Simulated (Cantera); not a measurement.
Charge: 1 mol CaCO3, 0.18 mol O2, 0.65 mol N2, at 1048.15 K and 0.160 bar.

These are equilibrium values from Cantera (NASA tables, ideal gas, pure condensed phases), not measurements of a reactor. Candidate condensed phases: C, Ca, CaCO3, CaO; 27 gas species. Kinetics and transport are ignored.

Base state: CO2 0.546, N2 0.355, O2 0.0983, NO 2.38e-5 (mole fractions); condensed: CaO(s).

What changes in the equilibrium state with this change: pressure from 0.160 bar to 2.90 bar?


```csv
species,before,after
N2,0.355,0.745
O2,0.0983,0.206
CO2,0.546,0.0485
NO,2.38e-5,5.00e-5
"CaO(s), mol",1.00,0.0423
"CaCO3(calcite), mol",0,0.958
```
Mutual solubility and eutectic melting of coexisting phases are not modelled.
